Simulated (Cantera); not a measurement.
**Adiabatic ignition**

An adiabatic, constant-volume homogeneous reactor starts with 6.76 % CO, 0.743 % H2, 5.34 % CH4, 18.2 % O2, 68.9 % N2, equivalence ratio 0.79, at 1625 K and 200000 Pa.

Model: GRI-Mech 3.0 (53 species, 325 reactions), integrated in Cantera.

```tsv
t (s)	T (K)	P (bar)	x CO	x H2	x CH4	x H2O	x HCN	x O	x NO
3.00e-6	1625	2.00	0.0676	0.00743	0.0534	1.84e-6	<1e-12	1.33e-7	<1e-12
7.33e-6	1625	2.00	0.0676	0.00743	0.0534	7.36e-6	<1e-12	2.05e-7	<1e-12
1.79e-5	1625	2.00	0.0676	0.00743	0.0533	3.60e-5	<1e-12	4.64e-7	<1e-12
4.38e-5	1626	2.00	0.0675	0.00742	0.0530	0.000286	<1e-12	2.01e-6	5.44e-12
0.000107	1707	2.11	0.0697	0.0101	0.0414	0.0107	9.22e-10	4.55e-5	9.02e-10
0.000262	2922	3.61	0.0444	0.00745	<1e-12	0.0925	1.05e-9	0.0103	0.00702
0.000641	2911	3.59	0.0442	0.00748	<1e-12	0.0931	1.70e-9	0.00953	0.0161
0.00157	2907	3.59	0.0442	0.00750	<1e-12	0.0933	1.87e-9	0.00931	0.0185
0.00383	2907	3.59	0.0442	0.00750	<1e-12	0.0933	1.87e-9	0.00931	0.0186
0.00936	2907	3.59	0.0442	0.00750	<1e-12	0.0933	1.87e-9	0.00931	0.0186
0.0229	2907	3.59	0.0442	0.00750	<1e-12	0.0933	1.87e-9	0.00931	0.0186
0.0560	2907	3.59	0.0442	0.00750	<1e-12	0.0933	1.87e-9	0.00931	0.0186
0.137	2907	3.59	0.0442	0.00750	<1e-12	0.0933	1.87e-9	0.00931	0.0186
0.335	2907	3.59	0.0442	0.00750	<1e-12	0.0933	1.87e-9	0.00931	0.0186
0.818	2907	3.59	0.0442	0.00750	<1e-12	0.0933	1.87e-9	0.00931	0.0186
2.00	2907	3.59	0.0442	0.00750	<1e-12	0.0933	1.87e-9	0.00931	0.0186
```
x: mole fraction; the columns are a selection and need not sum to one.

```yaml
time_of_steepest_temperature_rise: 0.121 ms
temperature at 2.00 s: 2907 K
equilibrium_temperature: 2907 K
x(CO) at 2.00 s: 0.0442 (gas-phase equilibrium 0.0442)
x(H2) at 2.00 s: 0.00750 (gas-phase equilibrium 0.00750)
x(CH4) at 2.00 s: <1e-12 (gas-phase equilibrium <1e-12)
```
